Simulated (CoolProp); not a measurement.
The numbers come from the reference Helmholtz-energy equation of state, McLinden 2015 in CoolProp.

**Question.** For the fluoroketone C6F12O (FK-5-1-12), give the phase and the density (kg/m³), cv (kJ/(kg K)), isothermal compressibility (1/MPa), expansivity (1/kK) at 300.4 K and 7010 kPa; 300.4 K and 10500 kPa.

**Answer.** 
- 300.4 K and 7010 kPa: liquid; density 1630, cv 0.888, isothermal compressibility 0.00249, expansivity 1.66
- 300.4 K and 10500 kPa: liquid; density 1640, cv 0.888, isothermal compressibility 0.00226, expansivity 1.56
